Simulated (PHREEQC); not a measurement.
Consider water at 70 °C with 0.067 mol H2SO4 and 0.0018 mol FeSO4 per kg of water. Closed to the air; pH follows from the charge balance.

Model: ion-association model, phreeqc.dat, run in PHREEQC.

No solid was allowed to form.

### Question
Order these S species by the share of S that they hold, largest first: SO4-2, HSO4-, FeHSO4+, FeSO4.

### Answer
HSO4- (89 %), SO4-2 (10 %), FeSO4 (0.58 %), FeHSO4+ (0.45 %)

### Question
Order these Fe species by the share of Fe that they hold, largest first: FeSO4, Fe+2, FeHSO4+.

### Answer
Fe+2 (61 %), FeSO4 (22 %), FeHSO4+ (17 %)

The pH is 1.22 and the ionic strength 0.0836 mol/kgw. Away from 25 °C the constants follow the database's enthalpies or fits; those with neither stay at their 25 °C values.
